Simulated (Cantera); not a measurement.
Charge: 1 mol C2H5OH, 2.7 mol NH3, 2.4 mol H2, at 548.15 K and 1 atm.

These are equilibrium values from Cantera (NASA tables, ideal gas, pure condensed phases), not measurements of a reactor. Candidate condensed phases: C, C6H6, C7H8, C8H18, H2O; 136 gas species. Rates play no part.

Base state: H2 0.491, CH4 0.231, N2 0.148, H2O 0.115, NH3 0.0147 (mole fractions); condensed: gas only.

Task: What changes in the equilibrium state with this change: temperature from 548.15 K to 2250 K?

Result: 
| species | before | after |
|---|---|---|
| H2 | 0.491 | 0.787 |
| N2 | 0.148 | 0.108 |
| CO | 1.86e-9 | 0.0845 |
| CH4 | 0.231 | 0.000148 |
| H2O | 0.115 | 3.27e-6 |
| HCN | <1e-9 | 0.0103 |
| NH3 | 0.0147 | 3.23e-6 |
| H | <1e-9 | 0.00654 |
| C2H2 (acetylene) | <1e-9 | 0.00263 |
| HNC | <1e-9 | 0.000876 |
| C(graphite), mol | 0 | 0.803 |
